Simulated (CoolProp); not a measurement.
Values from CoolProp's reference Helmholtz-energy equation of state, Lemmon 2006. It is a short technical equation, of lower accuracy than the large ones.

Problem. For C3F8 (R218), give the phase and the Joule-Thomson coefficient (K/MPa), isothermal compressibility (1/MPa), expansivity (1/kK), fugacity coefficient at 100.15 °C and 3150 kPa; 135.65 °C and 3150 kPa.

Solution. 
- 100.15 °C and 3150 kPa: supercritical; Joule-Thomson coefficient 10.5, isothermal compressibility 0.605, expansivity 14.6, fugacity coefficient 0.711
- 135.65 °C and 3150 kPa: supercritical; Joule-Thomson coefficient 6.41, isothermal compressibility 0.427, expansivity 6.38, fugacity coefficient 0.798
